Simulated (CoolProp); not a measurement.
Vapour pressure (MPa) of vinyl chloride: the reference equation beside estimates from Tc = 425.0 K, pc = 5.600 MPa, ω = 0.160.

Model: reference Helmholtz-energy equation of state, Thol 2022, in CoolProp.

```
T (K)  reference  van der Waals  Soave-Redlich-Kwong
-----  ---------  -------------  -------------------
215.7    0.01097         0.1721              0.01095
220.8    0.01502         0.2008              0.01494
225.8    0.02011         0.2322              0.01996
230.9    0.02668         0.2675              0.02642
236      0.03488         0.3065              0.03450
241.1    0.04499         0.3493              0.04447
246.2    0.05733         0.3960              0.05664
251.3    0.07220         0.4469              0.07135
256.3    0.08959         0.5010              0.08857
261.4     0.1105         0.5605               0.1094
266.5     0.1351         0.6247               0.1338
271.6     0.1638         0.6936               0.1624
276.7     0.1969         0.7675               0.1955
281.8     0.2349         0.8464               0.2336
```

Absolute difference from the reference over all 14 rows, mean and median: van der Waals 666.4 and 554.9 %, Soave-Redlich-Kwong 0.9 and 1.0 %.
